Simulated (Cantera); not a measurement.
Charge: 1 mol Si, 0.41 mol H2O, 730 mol H2, at 9.40 bar.

Equilibrium computed with Cantera from the NASA thermochemical tables; the gas is ideal and each condensed phase is pure. Candidate condensed phases: H2O, Si, SiO2; 18 gas species. Mutual solubility and eutectic melting of coexisting phases are not modelled. The tables hold silica as quartz up to 1696 K and as liquid above; real silica turns to tridymite and cristobalite and melts near 1996 K. Gases not in the tables: Si2H6 and higher silanes. Kinetics and transport are ignored.

log p: log10 of the partial pressure in bar; n: condensed amount in mol.

```tsv
T (K)	log p H2	log p SiO	log p H	log p SiH2	log p H2O	log p SiH4	n Si(s)	n SiO2(β-quartz)	n Si(l)
1625	0.97	-2.38	___	-4.21	-3.97	-3.98	0.622	0.0371	0
1650	0.97	-2.29	___	-4.09	-3.95	-3.97	0.584	0	0
1675	0.97	-2.29	___	-3.98	-4.02	-3.96	0.580	0	0
1700	0.97	-2.28	___	-3.88	-4.07	-3.96	0	0	0.577
1725	0.97	-2.28	___	-3.79	-4.11	-3.97	0	0	0.574
1750	0.97	-2.28	___	-3.71	-4.15	-3.98	0	0	0.571
1775	0.97	-2.28	___	-3.63	-4.18	-3.99	0	0	0.568
1800	0.97	-2.28	___	-3.55	-4.22	-4.00	0	0	0.564
1825	0.97	-2.28	___	-3.48	-4.25	-4.01	0	0	0.559
1850	0.97	-2.28	___	-3.40	-4.29	-4.02	0	0	0.553
1875	0.97	-2.28	___	-3.33	-4.32	-4.03	0	0	0.547
1900	0.97	-2.28	___	-3.26	-4.35	-4.04	0	0	0.540
1925	0.97	-2.28	___	-3.19	-4.38	-4.05	0	0	0.531
1950	0.97	-2.28	___	-3.13	-4.41	-4.06	0	0	0.521
```

Problem. What belongs in the gaps?

Solution. 
- 1625, log p H: -3.67
- 1650, log p H: -3.56
- 1675, log p H: -3.45
- 1700, log p H: -3.35
- 1725, log p H: -3.24
- 1750, log p H: -3.15
- 1775, log p H: -3.05
- 1800, log p H: -2.96
- 1825, log p H: -2.87
- 1850, log p H: -2.78
- 1875, log p H: -2.70
- 1900, log p H: -2.61
- 1925, log p H: -2.53
- 1950, log p H: -2.45
